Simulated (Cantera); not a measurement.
A closed system holds: 1 mol AlCl3, 3.1 mol NH3, 3.1 mol N2, at 14.0 mbar.

Cantera equilibrium calculation (NASA polynomials, part measured and part estimated; ideal gas, pure solids and liquids). Candidate condensed phases: Al, AlCl3, AlN, NH4Cl; 20 gas species. The tables' values for AlCl2 are old estimates; treat these amounts as uncertain. Kinetics and transport are ignored. All values below are at 1675 K.

Base state: N2 0.428, H2 0.375, HCl 0.105, AlCl 0.0439, AlCl3 0.0305, AlCl2 0.0176, H 0.000601, Cl 0.000132 (mole fractions); condensed: gas only.

Question: What changes in the equilibrium state with this change: AlCl3 replaced by Al?

Answer: 
| species | before | after |
|---|---|---|
| H2 | 0.375 | 0.528 |
| N2 | 0.428 | 0.471 |
| H | 0.000601 | 0.000713 |
| HCl | 0.105 | 0 |
| AlCl | 0.0439 | 0 |
| AlCl3 | 0.0305 | 0 |
| AlCl2 | 0.0176 | 0 |
| Al | 2.25e-6 | 1.12e-5 |
| Cl | 0.000132 | 0 |
| AlN(s), mol | 0 | 1.000 |
